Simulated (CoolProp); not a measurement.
Octamethyltrisiloxane (MDM) at several states: density (kg/m³) from the reference equation and from simpler models built on Tc = 565.4 K, pc = 1438 kPa, ω = 0.528; each cubic takes its own stable root.

The numbers come from the reference Helmholtz-energy equation of state, Thol 2017 in CoolProp.

```tsv
T (K)	p (kPa)	phase	reference	van der Waals	Redlich-Kwong	Soave-Redlich-Kwong	Peng-Robinson
395.3	1230	liquid	715.5	…	…	655.5	…
492.3	4100	liquid	612.8	…	539.0	566.6	637.6
554.4	204	gas	11.06	10.97	11.05	11.07	11.13
434.2	717	liquid	667.2	391.7	558.7	609.2	…
527.8	7430	liquid	593.6	416.2	546.7	558.4	624.7
```

Q: Some entries are withheld; supply them.

A: 
- 395.3, van der Waals: 424.3
- 395.3, Redlich-Kwong: 609.7
- 395.3, Peng-Robinson: 739.8
- 492.3, van der Waals: 402.5
- 434.2, Peng-Robinson: 689.3
